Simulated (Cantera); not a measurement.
A closed system holds: 1 mol B₂H₆, 0.13 mol H₂O, 32 mol N₂, 1.8 mol NH₃, equilibrated at 1975 K and 1.73 Torr.

Method: chemical equilibrium by Gibbs-energy minimisation in Cantera with the NASA 1993 tables (ideal gas, pure condensed phases). Candidate condensed phases: B, BN, B₂O₃, B₃O₃H₃, H₂O; 39 gas species. The feed counts by its element totals alone. The tables' values for BH₂ are old estimates; treat these amounts as uncertain. Kinetics and transport are ignored.

Base state: N₂ 0.839, H₂ 0.147, H 0.0109, BO 0.00174, HBO 0.00157, B₂O₂ 4.76e-5, BH₂ 1.21e-5 (mole fractions); condensed: BN(s).

### Question
What changes in the equilibrium state with this change: NH₃ from 1.8 to 0.5 mol?

### Answer
```tsv
species	before	after
N₂	0.839	0.883
H₂	0.147	0.104
H	0.0109	0.00920
BO	0.00174	0.00201
BH₂	1.21e-5	8.39e-6
B₂O₂	4.76e-5	6.33e-5
BN(s), mol	1.87	1.87
```

### Question
What changes in the equilibrium state with this change: temperature from 1975 K to 1325 K?

### Answer
```json
[
 {"species": "N₂", "before": "0.839", "after": "0.845"},
 {"species": "H₂", "before": "0.147", "after": "0.153"},
 {"species": "HBO₂", "before": "4.91e-7", "after": "0.00109"},
 {"species": "H", "before": "0.0109", "after": "1.34e-5"},
 {"species": "BH₂", "before": "1.21e-5", "after": "<1e-9"},
 {"species": "BO", "before": "0.00174", "after": "4.98e-7"},
 {"species": "B₂O₃", "before": "1.04e-7", "after": "0.000159"},
 {"species": "H₂O", "before": "2.33e-7", "after": "0.000161"},
 {"species": "BN(s), mol", "before": "1.87", "after": "1.93"},
 {"species": "B₂O₃(l), mol", "before": "0", "after": "0.00556"}
]
```
Mutual solubility and eutectic melting of coexisting phases are not modelled.
